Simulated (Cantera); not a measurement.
## Equilibrium for silicon carbide growth: CH₃SiCl₃ + HCl + H₂

A closed system holds: 1 mol CH₃SiCl₃, 0.26 mol HCl, 2.8 mol H₂, at 1573.15 K.

These are equilibrium values from Cantera (NASA tables, ideal gas, pure condensed phases), not measurements of a reactor. Candidate condensed phases: C, C₆H₆, C₇H₈, C₈H₁₈, Si, SiC; 109 gas species. The feed counts by its element totals alone. The tables' values for SiCl₃ are old estimates; treat these amounts as uncertain. Kinetics and transport are ignored.

| P (Pa) | x H₂ | x HCl | x SiCl₄ | x SiCl₂ | x SiCl₃ | x SiHCl₃ | x H | n C(graphite) | n SiC(s) |
|---|---|---|---|---|---|---|---|---|---|
| 100 | 0.480 | 0.501 | 5.90e-5 | 0.0170 | 0.000617 | 7.50e-6 | 0.000892 | 0.107 | 0.893 |
| 240 | 0.481 | 0.500 | 0.000140 | 0.0169 | 0.000950 | 1.79e-5 | 0.000576 | 0.109 | 0.891 |
| 560 | 0.482 | 0.499 | 0.000322 | 0.0167 | 0.00143 | 4.13e-5 | 0.000378 | 0.112 | 0.888 |
| 1300 | 0.484 | 0.496 | 0.000725 | 0.0165 | 0.00213 | 9.39e-5 | 0.000248 | 0.117 | 0.882 |
| 3200 | 0.488 | 0.491 | 0.00168 | 0.0160 | 0.00320 | 0.000222 | 0.000159 | 0.127 | 0.873 |
| 7500 | 0.494 | 0.482 | 0.00356 | 0.0152 | 0.00454 | 0.000485 | 0.000105 | 0.143 | 0.857 |
| 18000 | 0.506 | 0.466 | 0.00716 | 0.0139 | 0.00616 | 0.00103 | 6.83e-5 | 0.169 | 0.831 |
| 42000 | 0.522 | 0.443 | 0.0128 | 0.0122 | 0.00772 | 0.00200 | 4.54e-5 | 0.206 | 0.793 |
| 100000 | 0.544 | 0.412 | 0.0210 | 0.0101 | 0.00898 | 0.00367 | 3.00e-5 | 0.255 | 0.742 |
x: gas mole fraction; n: condensed amount in mol.

From 100 Pa to 100000 Pa the condensed part is C(graphite) + SiC(s). The main Si-bearing gas is SiCl₂ at 100 Pa and SiCl₄ at 100000 Pa. The share of Si in condensed phases is highest at 100 Pa (89.3 %) and lowest at 100000 Pa (74.2 %).
